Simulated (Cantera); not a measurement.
A perfectly stirred reactor is fed with C2H6 : O2 : N2 : H2O = 1 : 8.14 : 35 : 4.9 (molar parts), equivalence ratio 0.43, at 0.790 atm; it is adiabatic with a 750 K inlet, and is followed from long to short residence time, starting on the burning branch (τ in s: 0.36, 0.17, 0.079, 0.037, 0.017, 0.008, 0.0037, 0.0017, 0.00081, 0.00038, 0.00018, 8.3e-05, 3.9e-05).

Model: GRI-Mech 3.0 (53 species, 325 reactions), integrated in Cantera.

### Question
What does this change do: O2 8.14 to 13 parts?

### Answer
| quantity | before | after |
|---|---|---|
| blow-out, bracketed by the residence times tried | burning at 0.810 ms, out at 0.380 ms | burning at 1.70 ms, out at 0.810 ms |
| x(C2H6) at τ = 0.360 s | 1.10e-6 | 1.47e-6 |
| x(O2) at τ = 0.360 s | 0.0936 | 0.175 |
| x(H2O) at τ = 0.360 s | 0.159 | 0.145 |
| x(HO2) at τ = 0.360 s | 1.31e-6 | 1.73e-6 |
| x(CH4) at τ = 0.360 s | 8.95e-8 | 8.21e-8 |
| x(C2H6) at τ = 3.70 ms | 2.46e-5 | 3.45e-5 |
| x(O2) at τ = 3.70 ms | 0.0948 | 0.176 |
| x(H2O) at τ = 3.70 ms | 0.157 | 0.144 |
| x(HO2) at τ = 3.70 ms | 1.88e-5 | 2.88e-5 |
| x(CH4) at τ = 3.70 ms | 2.31e-6 | 2.06e-6 |
